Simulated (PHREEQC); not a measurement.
1 kg of water holding 4.4 mmol/kgw NaHCO3, 12 mmol/kgw Na2SO4, 5.4 mmol/kgw NaCl, 140 mmol/kgw Na2CO3 and 50 mmol/kgw KCl is evaporated at 30 °C; the solids stay in contact with the brine. CO2 from the air is kept out. Solids allowed: Arcanite, Burkeite, Glaserite, Halite, Kalicinite, Mirabilite, Misenite, Nahcolite, Natron, Sylvite, Thenardite, Trona. Others were left out.

The series has 19 steps of water left (kg), from 1 to 0.01299.

Model: Pitzer model, pitzer.dat, run in PHREEQC.

Task: Which solids form, in which order, and at which step of the series does each first stand?

Result: Natron from water left = 0.03789 kg (pH 10.89); Glaserite from water left = 0.0241 kg (pH 11.25); Trona from water left = 0.0241 kg (pH 11.25); Halite from water left = 0.01299 kg (pH 11.93); Sylvite from water left = 0.01299 kg (pH 11.93).
